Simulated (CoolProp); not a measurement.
Vapour-liquid equilibrium of n-hexane (1) + dimethyl carbonate (2) at 1180 kPa; x and y are mole fractions of (1).

Values from CoolProp's multi-fluid Helmholtz-energy mixture model, Thol 2019 and Zhou 2011; pair parameters Bell 2016.

```csv
x,bubble temperature (°C),y at the bubble point,dew temperature at overall composition x (°C),liquid density (mol/L)
0.05,187.0,___,190.4,8.780
0.125,180.9,0.254,186.9,8.475
0.2,176.8,0.347,___,8.159
0.275,173.9,0.415,___,7.847
0.35,171.8,0.471,176.6,7.547
0.425,170.4,0.519,___,7.262
0.5,169.3,0.564,___,6.996
0.575,___,0.609,169.1,6.749
0.65,168.4,0.656,168.4,6.520
0.725,168.5,0.709,168.6,6.308
0.8,169.1,0.769,169.5,6.110
0.875,170.3,0.841,171.0,___
0.95,172.4,0.929,172.9,5.740
```

**Question.** Fill in the missing entries.

**Answer.** 
- 0.05, y at the bubble point: 0.123
- 0.2, dew temperature at overall composition x (°C): 183.5
- 0.275, dew temperature at overall composition x (°C): 180.0
- 0.425, dew temperature at overall composition x (°C): 173.5
- 0.5, dew temperature at overall composition x (°C): 170.9
- 0.575, bubble temperature (°C): 168.7
- 0.875, liquid density (mol/L): 5.923

y crosses x between x = 0.65 and 0.725: the model has an azeotrope there.

The pair parameters rest on a limited set of measurements; away from them the model extrapolates.
